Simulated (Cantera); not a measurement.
A closed system holds: 1 mol SiO2, 1.3 mol HF, 16 mol H2, 2.7 mol SiCl4, at 20.3 Torr.

These are equilibrium values from Cantera (NASA tables, ideal gas, pure condensed phases), not measurements of a reactor. Candidate condensed phases: H2O, Si, SiO2; 52 gas species. Rates play no part.

### Question
At 700 K, list the 6 most abundant gas species with their mole fractions, and the condensed phases.

### Answer
H2 0.800, SiCl4 0.118, HCl 0.0653, SiF4 0.0162, SiHCl3 0.000296, SiHF3 1.26e-5. Condensed: SiO2(α-quartz).
